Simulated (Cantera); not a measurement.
Input: 1 mol Cr₂O₃, 7.5 mol H₂, 1.3 mol N₂, at 2050 K and 0.0100 bar.

Method: chemical equilibrium by Gibbs-energy minimisation in Cantera with the NASA 1993 tables (ideal gas, pure condensed phases). Candidate condensed phases: Cr, CrN, Cr₂N, Cr₂O₃, H₂O; 29 gas species. The numbers say what is thermodynamically allowed, not how fast it happens.

Base state: H₂ 0.760, N₂ 0.141, H₂O 0.0468, Cr 0.0309, H 0.0198, CrO 0.00136, OH 0.000133, CrO₂ 2.96e-5 (mole fractions); condensed: Cr₂O₃(s).

Question: What changes in the equilibrium state with this change: temperature from 2050 K to 1100 K?

Answer: 
```tsv
species	before	after
H₂	0.760	0.852
N₂	0.141	0.148
H₂O	0.0468	4.82e-5
Cr	0.0309	<1e-9
H	0.0198	2.39e-7
CrO	0.00136	<1e-9
OH	0.000133	<1e-9
CrO₂	2.96e-5	<1e-9
Cr₂O₃(s), mol	0.852	1.000
Cr₂N(s), mol	0	0.000141
```
Mutual solubility and eutectic melting of coexisting phases are not modelled.

Question: What changes in the equilibrium state with this change: temperature from 2050 K to 1073.15 K?

Answer: 
| species | before | after |
|---|---|---|
| H₂ | 0.760 | 0.852 |
| N₂ | 0.141 | 0.148 |
| H₂O | 0.0468 | 3.81e-5 |
| Cr | 0.0309 | <1e-9 |
| H | 0.0198 | 1.30e-7 |
| CrO | 0.00136 | <1e-9 |
| OH | 0.000133 | <1e-9 |
| CrO₂ | 2.96e-5 | <1e-9 |
| Cr₂O₃(s), mol | 0.852 | 1.000 |
| Cr₂N(s), mol | 0 | 0.000112 |
Mutual solubility and eutectic melting of coexisting phases are not modelled.
